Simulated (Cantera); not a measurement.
What does this Cantera script print?

```python
import numpy as np
import cantera as ct

gas_names = [...]  # 118 gases of nasa_gas.yaml made of C, Cl, F, H
cond_names = """
    C(gr) C6H6(L) C7H8(L) C8H18(L),n-octa
""".split()


# ... load() reads the species with a 1 bar reference pressure and builds the phases ...
atoms = {
    'C2F6': {'C': 2, 'F': 6},
    'HCl': {'H': 1, 'CL': 1},
    'H2': {'H': 2},
}
top_T = {'C(gr)': 4500}  # K; cautious upper limits of use, not melting points


# ... equilibrate(T, P, feed) seeds the gas with the atoms and calls Mixture.equilibrate('TP', solver="vcs", rtol=1e-11, max_steps=5000) ...
results = []
T = 698.15  # K
P = 180  # Pa
for m in [0.071, 0.29, 0.51, 0.73, 0.94, 1.2, 1.4, 1.6, 1.8, 2]:
    feed = {'C2F6': 1, 'HCl': 0.76, 'H2': m}  # mol
    mix = equilibrate(T, P, feed)
    results.append((T, P, feed, dict(zip(mix.species_names, mix.species_moles))))

top = {s: max(r[3][s] / sum(r[3][g] for g in gas_names) for r in results) for s in gas_names}
cols = sorted((s for s in top if top[s] > 0.0001), key=lambda s: -top[s])[:9]
seen = [c for c in cond_names if any(r[3].get(c, 0) > 1e-12 for r in results)]
print("log10 of partial pressures in bar; condensed amounts in mol")
print(f"{'n(H2)':>10s}" + "".join(f"{s[:9]:>10s}" for s in cols + seen))
for T, P, feed, n in results:
    ng = sum(n[g] for g in gas_names)
    print(f"{feed['H2']:10.4g}" + "".join(f"{np.log10(max(n[s] / ng * P / 1e5, 1e-99)):10.3f}" for s in cols)
          + "".join(f"{n.get(c, 0):10.4g}" for c in seen))
```

Result:

```
log10 of partial pressures in bar; condensed amounts in mol
     n(H2)        HF       CF4       HCL       CL2     CCLF3     C(gr)
     0.071    -3.808    -2.962    -3.279    -4.685    -5.162    0.5492
      0.29    -3.404    -3.045    -3.301    -5.579    -5.671     0.647
      0.51    -3.215    -3.131    -3.347    -6.092    -5.992    0.7557
      0.73    -3.105    -3.216    -3.391    -6.441    -6.230    0.8653
      0.94    -3.035    -3.297    -3.430    -6.699    -6.420    0.9702
       1.2    -2.973    -3.399    -3.473    -6.961    -6.628       1.1
       1.4    -2.937    -3.481    -3.504    -7.136    -6.777       1.2
       1.6    -2.908    -3.568    -3.533    -7.295    -6.921       1.3
       1.8    -2.884    -3.662    -3.560    -7.444    -7.067       1.4
         2    -2.864    -3.767    -3.585    -7.588    -7.217       1.5
```

Equilibrium computed with Cantera from the NASA thermochemical tables; the gas is ideal and each condensed phase is pure. The feed counts by its element totals alone. Condensed phases not in the tables: fluorocarbon polymer. Gases not in the tables: C2F6 and larger saturated fluorocarbons.
